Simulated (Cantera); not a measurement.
Input: 1 mol PH₃, 0.066 mol H₂, 0.3 mol O₂, at 1550 °C and 13.3 mbar.

These are equilibrium values from Cantera (NASA tables, ideal gas, pure condensed phases), not measurements of a reactor. Gases not in the tables: HPO₂, HPO₃ and P₄O₆. The numbers say what is thermodynamically allowed, not how fast it happens.

| species | before | after |
|---|---|---|
| H₂ | 0.606 | 0.897 |
| P₂ | 0.152 | 0.0408 |
| H₂O | 0.0952 | 0.0405 |
| PO | 0.113 | 0.0168 |
| PO₂ | 0.0305 | 0.00130 |
| P₄ | 1.62e-5 | 1.16e-6 |
| OH | 3.20e-5 | 1.12e-5 |
| P | 0.000328 | 0.000169 |
| PH | 7.01e-5 | 4.42e-5 |
| H | 0.00292 | 0.00356 |
Gas species are given as mole fractions.

Q: Name the change that produced these shifts.
A) temperature from 1550 °C to 2950 °C
B) pressure from 13.3 mbar to 59.0 bar
C) pressure from 13.3 mbar to 13.0 Pa
D) H₂ from 0.066 to 7.9 mol

A: D, H₂ from 0.066 to 7.9 mol
